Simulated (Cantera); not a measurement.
A perfectly stirred reactor is fed with 10.6 % CO, 4.56 % H₂, 15.8 % O₂, 59.3 % N₂, 9.75 % H₂O, at 100000 Pa; it is adiabatic with a 775 K inlet, and is followed from long to short residence time, starting on the burning branch (τ in s: 0.038, 0.017, 0.0079, 0.0036, 0.0016, 0.00073, 0.00033, 0.00015, 6.8e-05, 3.1e-05, 1.4e-05, 6.3e-06).

Detailed kinetics in Cantera: GRI-Mech 3.0 (53 species, 325 reactions).

Question: Predict: blow-out, bracketed by the residence times tried; x(CO) at τ = 38.0 ms; x(H₂) at τ = 38.0 ms; x(O₂) at τ = 38.0 ms; x(N₂O) at τ = 38.0 ms; x(O) at τ = 38.0 ms; x(CO) at τ = 0.330 ms; x(H₂) at τ = 0.330 ms; x(O₂) at τ = 0.330 ms; x(N₂O) at τ = 0.330 ms; x(O) at τ = 0.330 ms.

Answer: 
```
Item                                                                            Value
------------------------------------------------  -----------------------------------
blow-out, bracketed by the residence times tried  burning at 0.150 ms, out at 68.0 µs
x(CO) at τ = 38.0 ms                                                          0.00134
x(H₂) at τ = 38.0 ms                                                         0.000318
x(O₂) at τ = 38.0 ms                                                           0.0887
x(N₂O) at τ = 38.0 ms                                                         4.33e-7
x(O) at τ = 38.0 ms                                                          0.000394
x(CO) at τ = 0.330 ms                                                          0.0218
x(H₂) at τ = 0.330 ms                                                         0.00414
x(O₂) at τ = 0.330 ms                                                          0.0967
x(N₂O) at τ = 0.330 ms                                                        2.91e-7
x(O) at τ = 0.330 ms                                                          0.00529
```
